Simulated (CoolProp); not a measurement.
Properties of sulfur dioxide along the isobar 7.35 bar.

Values from CoolProp's reference Helmholtz-energy equation of state, Gao 2016.

```json
[
 {"T (K)": "384.7", "phase": "gas", "cp (kJ/(kg K))": "0.7357", "cv (kJ/(kg K))": "0.5689", "speed of sound (m/s)": "241.1", "expansivity (1/kK)": "3.104", "fugacity coefficient": "0.9523"},
 {"T (K)": "395.5", "phase": "gas", "cp (kJ/(kg K))": "0.7328", "cv (kJ/(kg K))": "0.5703", "speed of sound (m/s)": "245.0", "expansivity (1/kK)": "2.965", "fugacity coefficient": "0.9567"},
 {"T (K)": "406.3", "phase": "gas", "cp (kJ/(kg K))": "0.7314", "cv (kJ/(kg K))": "0.5724", "speed of sound (m/s)": "248.8", "expansivity (1/kK)": "2.842", "fugacity coefficient": "0.9606"},
 {"T (K)": "417.1", "phase": "gas", "cp (kJ/(kg K))": "0.7311", "cv (kJ/(kg K))": "0.5750", "speed of sound (m/s)": "252.5", "expansivity (1/kK)": "2.732", "fugacity coefficient": "0.9640"},
 {"T (K)": "427.9", "phase": "gas", "cp (kJ/(kg K))": "0.7316", "cv (kJ/(kg K))": "0.5780", "speed of sound (m/s)": "256.1", "expansivity (1/kK)": "2.633", "fugacity coefficient": "0.9671"},
 {"T (K)": "438.7", "phase": "gas", "cp (kJ/(kg K))": "0.7328", "cv (kJ/(kg K))": "0.5813", "speed of sound (m/s)": "259.5", "expansivity (1/kK)": "2.542", "fugacity coefficient": "0.9698"},
 {"T (K)": "449.4", "phase": "gas", "cp (kJ/(kg K))": "0.7345", "cv (kJ/(kg K))": "0.5848", "speed of sound (m/s)": "262.9", "expansivity (1/kK)": "2.460", "fugacity coefficient": "0.9723"},
 {"T (K)": "460.2", "phase": "gas", "cp (kJ/(kg K))": "0.7367", "cv (kJ/(kg K))": "0.5885", "speed of sound (m/s)": "266.3", "expansivity (1/kK)": "2.384", "fugacity coefficient": "0.9745"},
 {"T (K)": "471", "phase": "gas", "cp (kJ/(kg K))": "0.7391", "cv (kJ/(kg K))": "0.5924", "speed of sound (m/s)": "269.5", "expansivity (1/kK)": "2.313", "fugacity coefficient": "0.9765"},
 {"T (K)": "481.8", "phase": "gas", "cp (kJ/(kg K))": "0.7418", "cv (kJ/(kg K))": "0.5963", "speed of sound (m/s)": "272.7", "expansivity (1/kK)": "2.247", "fugacity coefficient": "0.9784"},
 {"T (K)": "492.6", "phase": "gas", "cp (kJ/(kg K))": "0.7447", "cv (kJ/(kg K))": "0.6003", "speed of sound (m/s)": "275.9", "expansivity (1/kK)": "2.186", "fugacity coefficient": "0.9800"},
 {"T (K)": "503.4", "phase": "gas", "cp (kJ/(kg K))": "0.7478", "cv (kJ/(kg K))": "0.6043", "speed of sound (m/s)": "279.0", "expansivity (1/kK)": "2.128", "fugacity coefficient": "0.9816"},
 {"T (K)": "514.2", "phase": "gas", "cp (kJ/(kg K))": "0.7509", "cv (kJ/(kg K))": "0.6083", "speed of sound (m/s)": "282.0", "expansivity (1/kK)": "2.074", "fugacity coefficient": "0.9830"},
 {"T (K)": "525", "phase": "gas", "cp (kJ/(kg K))": "0.7541", "cv (kJ/(kg K))": "0.6123", "speed of sound (m/s)": "285.0", "expansivity (1/kK)": "2.023", "fugacity coefficient": "0.9842"}
]
```
